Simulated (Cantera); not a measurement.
# Thermodynamics of carbon deposition, reforming and gasification, feed C6H6 + NH3 + H2

Feed: 1 mol C6H6, 0.43 mol NH3, 98 mol H2, equilibrated at 24.0 bar.

Method: chemical equilibrium by Gibbs-energy minimisation in Cantera with the NASA 1993 tables (ideal gas, pure condensed phases). Candidate condensed phases: C, C6H6, C7H8, C8H18; 92 gas species. Equilibrium is a limit: real reactors are often held back by kinetics, nucleation or transport.

| T (K) | x H2 | x CH4 | x N2 | x HCN | x C2H2 (acetylene) | x NH3 | x H | n C(graphite) |
|---|---|---|---|---|---|---|---|---|
| 1273 | 0.935 | 0.0626 | 0.00217 | 2.28e-6 | 3.50e-8 | 0.000140 | 1.41e-7 | 0 |
| 1323 | 0.935 | 0.0626 | 0.00218 | 5.08e-6 | 1.48e-7 | 0.000115 | 3.13e-7 | 0 |
| 1373 | 0.935 | 0.0625 | 0.00219 | 1.06e-5 | 5.66e-7 | 9.55e-5 | 6.57e-7 | 0 |
| 1423 | 0.935 | 0.0625 | 0.00219 | 2.11e-5 | 1.96e-6 | 8.04e-5 | 1.31e-6 | 0 |
| 1473 | 0.936 | 0.0617 | 0.00219 | 3.94e-5 | 6.09e-6 | 6.84e-5 | 2.50e-6 | 0.0615 |
| 1523 | 0.948 | 0.0497 | 0.00216 | 5.61e-5 | 1.12e-5 | 5.95e-5 | 4.59e-6 | 1.16 |
| 1573 | 0.957 | 0.0403 | 0.00213 | 7.80e-5 | 1.98e-5 | 5.21e-5 | 8.12e-6 | 2.02 |
| 1623 | 0.965 | 0.0331 | 0.00210 | 0.000106 | 3.36e-5 | 4.58e-5 | 1.39e-5 | 2.70 |
| 1673 | 0.970 | 0.0274 | 0.00208 | 0.000141 | 5.53e-5 | 4.05e-5 | 2.29e-5 | 3.24 |
| 1723 | 0.975 | 0.0229 | 0.00205 | 0.000185 | 8.82e-5 | 3.60e-5 | 3.67e-5 | 3.66 |
| 1773 | 0.978 | 0.0194 | 0.00201 | 0.000238 | 0.000137 | 3.22e-5 | 5.74e-5 | 3.99 |
| 1823 | 0.981 | 0.0165 | 0.00197 | 0.000302 | 0.000207 | 2.88e-5 | 8.76e-5 | 4.25 |
| 1873 | 0.983 | 0.0141 | 0.00193 | 0.000376 | 0.000307 | 2.59e-5 | 0.000131 | 4.45 |
x: gas mole fraction; n: condensed amount in mol.

From 1273 K to 1423 K nothing is condensed. From 1473 K to 1873 K the condensed part is C(graphite). The main C-bearing gas is CH4 throughout.
